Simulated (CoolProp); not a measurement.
Sulfur hexafluoride at 415.3 K and 2.54 MPa flows at 0.07 m/s in a round tube of 100 mm bore and 0.25 µm roughness, fully developed (64/Re and Nu = 3.66 if laminar; Colebrook and Gnielinski if turbulent). Each further row changes one setting.

Model: reference Helmholtz-energy equation of state, Guder 2009, in CoolProp.

| case | Reynolds number | Darcy friction factor | pressure drop (Pa/m) | heat-transfer coefficient (W/(m² K)) | mass flow (kg/h) |
|---|---|---|---|---|---|
| as stated | 38100 | ___ | ___ | ___ | 234 |
| velocity 0.14 m/s | 76300 | 0.0191 | ___ | 37.0 | ___ |
| diameter 200 mm | 76300 | 0.0191 | 0.0276 | ___ | ___ |

**Question.** What belongs in the gaps?

**Answer.** 
- as stated, Darcy friction factor: 0.0222
- as stated, pressure drop (Pa/m): 0.0643
- as stated, heat-transfer coefficient (W/(m² K)): 21.5
- velocity 0.14 m/s, pressure drop (Pa/m): 0.221
- velocity 0.14 m/s, mass flow (kg/h): 468
- diameter 200 mm, heat-transfer coefficient (W/(m² K)): 18.5
- diameter 200 mm, mass flow (kg/h): 936

Viscosity comes from a separate model (Quiñones-Cisneros 2012). Thermal conductivity comes from a separate model (Assael 2012).
